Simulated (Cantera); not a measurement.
Ti + O2 + H2 (titanium nitride, carbide and oxide coatings)

Charge: 1 mol Ti, a varied amount of O2, 140 mol H2, held at 2075 K and 80.0 Pa.

Method: chemical equilibrium by Gibbs-energy minimisation in Cantera with the NASA 1993 tables (ideal gas, pure condensed phases). Candidate condensed phases: H2O, Ti, TiO, TiO2, Ti2O3, Ti3O5, Ti4O7; 12 gas species. Condensed phases not in the tables: Magnéli phases beyond Ti4O7. Rates play no part.

```json
[
 {"n(O2) (mol)": "0.77", "log p H2": "-3.14", "log p H": "-4.14", "log p H2O": "-6.04", "log p TiO": "-5.85", "log p OH": "-7.99", "log p TiO2": "-6.99", "log p O": "-9.14", "n Ti2O3(s)": "0.358", "n Ti3O5(l)": "0", "n Ti4O7(l)": "0"},
 {"n(O2) (mol)": "0.93", "log p H2": "-3.14", "log p H": "-4.14", "log p H2O": "-5.64", "log p TiO": "-6.05", "log p OH": "-7.58", "log p TiO2": "-6.78", "log p O": "-8.73", "n Ti2O3(s)": "0.403", "n Ti3O5(l)": "0", "n Ti4O7(l)": "0"},
 {"n(O2) (mol)": "1.1", "log p H2": "-3.14", "log p H": "-4.14", "log p H2O": "-5.48", "log p TiO": "-6.15", "log p OH": "-7.43", "log p TiO2": "-6.73", "log p O": "-8.58", "n Ti2O3(s)": "0", "n Ti3O5(l)": "0.279", "n Ti4O7(l)": "0"},
 {"n(O2) (mol)": "1.3", "log p H2": "-3.14", "log p H": "-4.15", "log p H2O": "-5.28", "log p TiO": "-6.29", "log p OH": "-7.22", "log p TiO2": "-6.66", "log p O": "-8.37", "n Ti2O3(s)": "0", "n Ti3O5(l)": "0.289", "n Ti4O7(l)": "0"},
 {"n(O2) (mol)": "1.6", "log p H2": "-3.14", "log p H": "-4.15", "log p H2O": "-5.07", "log p TiO": "-6.43", "log p OH": "-7.02", "log p TiO2": "-6.59", "log p O": "-8.17", "n Ti2O3(s)": "0", "n Ti3O5(l)": "0.295", "n Ti4O7(l)": "0"},
 {"n(O2) (mol)": "1.9", "log p H2": "-3.14", "log p H": "-4.15", "log p H2O": "-4.94", "log p TiO": "-6.52", "log p OH": "-6.88", "log p TiO2": "-6.54", "log p O": "-8.03", "n Ti2O3(s)": "0", "n Ti3O5(l)": "0.297", "n Ti4O7(l)": "0"},
 {"n(O2) (mol)": "2.3", "log p H2": "-3.15", "log p H": "-4.15", "log p H2O": "-4.80", "log p TiO": "-6.61", "log p OH": "-6.74", "log p TiO2": "-6.50", "log p O": "-7.89", "n Ti2O3(s)": "0", "n Ti3O5(l)": "0.299", "n Ti4O7(l)": "0"},
 {"n(O2) (mol)": "2.8", "log p H2": "-3.15", "log p H": "-4.15", "log p H2O": "-4.68", "log p TiO": "-6.70", "log p OH": "-6.62", "log p TiO2": "-6.46", "log p O": "-7.77", "n Ti2O3(s)": "0", "n Ti3O5(l)": "0", "n Ti4O7(l)": "0.225"},
 {"n(O2) (mol)": "3.4", "log p H2": "-3.15", "log p H": "-4.15", "log p H2O": "-4.56", "log p TiO": "-6.79", "log p OH": "-6.50", "log p TiO2": "-6.43", "log p O": "-7.65", "n Ti2O3(s)": "0", "n Ti3O5(l)": "0", "n Ti4O7(l)": "0.226"},
 {"n(O2) (mol)": "4", "log p H2": "-3.16", "log p H": "-4.15", "log p H2O": "-4.47", "log p TiO": "-6.86", "log p OH": "-6.41", "log p TiO2": "-6.41", "log p O": "-7.55", "n Ti2O3(s)": "0", "n Ti3O5(l)": "0", "n Ti4O7(l)": "0.226"},
 {"n(O2) (mol)": "4.9", "log p H2": "-3.16", "log p H": "-4.16", "log p H2O": "-4.36", "log p TiO": "-6.95", "log p OH": "-6.30", "log p TiO2": "-6.38", "log p O": "-7.43", "n Ti2O3(s)": "0", "n Ti3O5(l)": "0", "n Ti4O7(l)": "0.226"},
 {"n(O2) (mol)": "5.8", "log p H2": "-3.17", "log p H": "-4.16", "log p H2O": "-4.28", "log p TiO": "-7.02", "log p OH": "-6.21", "log p TiO2": "-6.35", "log p O": "-7.34", "n Ti2O3(s)": "0", "n Ti3O5(l)": "0", "n Ti4O7(l)": "0.225"},
 {"n(O2) (mol)": "7", "log p H2": "-3.18", "log p H": "-4.16", "log p H2O": "-4.18", "log p TiO": "-7.09", "log p OH": "-6.11", "log p TiO2": "-6.33", "log p O": "-7.24", "n Ti2O3(s)": "0", "n Ti3O5(l)": "0", "n Ti4O7(l)": "0.225"}
]
```
log p: log10 of the partial pressure in bar; n: condensed amount in mol.

From 0.77 mol O2 to 0.93 mol O2 the condensed part is Ti2O3(s). From 1.1 mol O2 to 2.3 mol O2 the condensed part is Ti3O5(l). From 2.8 mol O2 to 7 mol O2 the condensed part is Ti4O7(l). The main Ti-bearing gas is TiO at 0.77 mol O2 and TiO2 at 7 mol O2.
